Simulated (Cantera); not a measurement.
## CuO + CO (carbothermic reduction)

Charge: 1 mol CuO, 2.2 mol CO, at 0.00130 bar.

These are equilibrium values from Cantera (NASA tables, ideal gas, pure condensed phases), not measurements of a reactor. Candidate condensed phases: C, Cu, CuO, Cu2O; 15 gas species. Rates play no part.

```csv
T (°C),x CO,x CO2,x Cu,x O,x O2,n Cu(s),n Cu(l)
527,0.545,0.455,<1e-12,<1e-12,<1e-12,1.00,0
677,0.545,0.455,1.45e-9,<1e-12,<1e-12,1.00,0
827,0.545,0.455,4.58e-7,<1e-12,<1e-12,1.000,0
977,0.545,0.455,3.57e-5,2.40e-12,1.56e-12,1.000,0
1127,0.545,0.454,0.00104,5.95e-10,5.14e-10,0,0.998
1277,0.538,0.448,0.0143,5.07e-8,5.46e-8,0,0.968
1427,0.479,0.399,0.122,1.97e-6,2.52e-6,0,0.693
1577,0.375,0.312,0.312,4.20e-5,6.18e-5,0,0
1727,0.377,0.310,0.312,0.000559,0.000908,0,0
1877,0.390,0.289,0.308,0.00471,0.00756,0,0
2027,0.433,0.220,0.297,0.0226,0.0269,0,0
2177,0.485,0.129,0.279,0.0646,0.0428,0,0
2327,0.516,0.0591,0.261,0.126,0.0380,0,0
```
x: gas mole fraction; n: condensed amount in mol.

From 527 °C to 977 °C the condensed part is Cu(s). From 1127 °C to 1427 °C the condensed part is Cu(l). From 1577 °C to 2327 °C nothing is condensed.
